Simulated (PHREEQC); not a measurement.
1 kg of water holding 0.026 mol NaCl and 0.15 mol Na2SO4 is evaporated at 15 °C; the solids stay in contact with the brine. No CO2 enters from the air. Only these solids could form: Halite, Mirabilite, Thenardite.

The series has 19 steps of water left (kg), from 1 to 0.002541.

Computed with PHREEQC (Pitzer model, pitzer.dat).

Q: Which solids form, in which order, and at which step of the series does each first stand?

A: Mirabilite from water left = 0.1353 kg; Halite from water left = 0.002541 kg.
